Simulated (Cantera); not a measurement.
## Fluorocarbon and chlorocarbon gases: CH3F + Si

Input: 1 mol CH3F, 0.019 mol Si, held at 10000 Pa.

These are equilibrium values from Cantera (NASA tables, ideal gas, pure condensed phases), not measurements of a reactor. Candidate condensed phases: C, C6H6, C7H8, C8H18, Si, SiC; 113 gas species. The tables' values for SiF3, SiF2 are old estimates; treat these amounts as uncertain. Equilibrium is a limit: real reactors are often held back by kinetics, nucleation or transport.

From 1025 K to 1925 K the condensed part is C(graphite). The main Si-bearing gas is SiF4 throughout.

```tsv
T (K)	x H2	x HF	x SiF4	x H	x CH4	x SiF3	x C2H2 (acetylene)	x SiHF3	n C(graphite)
1025	0.521	0.467	0.00961	9.94e-9	0.00200	1.33e-9	1.15e-9	3.45e-8	0.996
1175	0.523	0.467	0.00960	2.80e-7	0.000524	5.84e-8	3.33e-8	2.65e-7	0.999
1325	0.524	0.467	0.00959	3.74e-6	0.000184	1.08e-6	4.46e-7	1.27e-6	1.000
1475	0.524	0.466	0.00958	2.97e-5	7.98e-5	1.08e-5	3.49e-6	4.40e-6	1.000
1625	0.524	0.466	0.00951	0.000161	4.03e-5	7.00e-5	1.86e-5	1.20e-5	1.000
1775	0.523	0.467	0.00924	0.000662	2.29e-5	0.000320	7.45e-5	2.69e-5	1.000
1925	0.521	0.467	0.00841	0.00218	1.42e-5	0.00107	0.000239	4.93e-5	0.999
```
x: gas mole fraction; n: condensed amount in mol.
